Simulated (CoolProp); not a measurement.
The fluoroketone C6F12O (FK-5-1-12) along the isotherm 224.75 °C: fugacity coefficient from the reference equation and from simpler models built on Tc = 168.7 °C, pc = 18.69 bar, ω = 0.471; each cubic takes its own stable root.

Model: reference Helmholtz-energy equation of state, McLinden 2015, in CoolProp.

```tsv
p (bar)	phase	reference	van der Waals	Peng-Robinson
12.5	gas	0.8582	0.8541	…
24.9	supercritical	0.7294	0.7088	…
37.4	supercritical	0.6149	0.5768	0.6029
49.8	supercritical	0.5314	0.5013	0.5260
62.3	supercritical	0.4767	0.4576	0.4746
74.8	supercritical	…	0.4319	0.4399
87.2	supercritical	0.4166	0.4171	…
99.7	supercritical	0.4001	0.4096	0.3992
112	supercritical	…	0.4074	0.3876
125	supercritical	0.3824	0.4094	0.3794
137	supercritical	0.3789	0.4144	0.3746
150	supercritical	0.3778	0.4227	0.3718
162	supercritical	0.3787	0.4328	0.3711
174	supercritical	0.3814	0.4450	0.3718
187	supercritical	0.3858	0.4605	0.3740
```

**Question.** Fill in the missing entries.

**Answer.** 
- 12.5, Peng-Robinson: 0.8457
- 24.9, Peng-Robinson: 0.7126
- 74.8, reference: 0.4406
- 87.2, Peng-Robinson: 0.4160
- 112, reference: 0.3894
